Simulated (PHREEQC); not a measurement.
Make-up at 11 °C: 0.023 mol Pb(NO3)2, 6.8e-05 mol KBr and 0.00012 mol Zn(NO3)2 per kg of water. Closed to the air; pH follows from the charge balance.

Computed with PHREEQC (ion-association model, phreeqc.dat).

```json
{
 "pH": "4.75",
 "ionic_strength": "0.0598 mol/kgw",
 "density": "1.006 g/cm³"
}
```

```json
[
 {"species": "NO3-", "molality": "0.0414", "activity": "0.0330", "log γ": "-0.098"},
 {"species": "Pb+2", "molality": "0.0181", "activity": "0.00800", "log γ": "-0.356"},
 {"species": "PbNO3+", "molality": "0.00480", "activity": "0.00391", "log γ": "-0.089"},
 {"species": "Zn+2", "molality": "0.000120", "activity": "5.38e-5", "log γ": "-0.349"},
 {"species": "K+", "molality": "6.80e-5", "activity": "5.47e-5", "log γ": "-0.094"},
 {"species": "Br-", "molality": "4.99e-5", "activity": "3.98e-5", "log γ": "-0.098"},
 {"species": "H+", "molality": "2.08e-5", "activity": "1.77e-5", "log γ": "-0.071"},
 {"species": "PbBr+", "molality": "1.81e-5", "activity": "1.47e-5", "log γ": "-0.089"},
 {"species": "PbOH+", "molality": "1.08e-5", "activity": "8.81e-6", "log γ": "-0.089"},
 {"species": "Pb2OH+3", "molality": "9.98e-6", "activity": "1.58e-6", "log γ": "-0.801"},
 {"species": "ZnOH+", "molality": "1.34e-9", "activity": "1.09e-9", "log γ": "-0.089"}
]
```

This is a speciation only: nothing precipitates in the calculation. Species that the database lacks are ignored. At this temperature some constants are extrapolated from 25 °C, and those without enthalpy data are left unchanged.
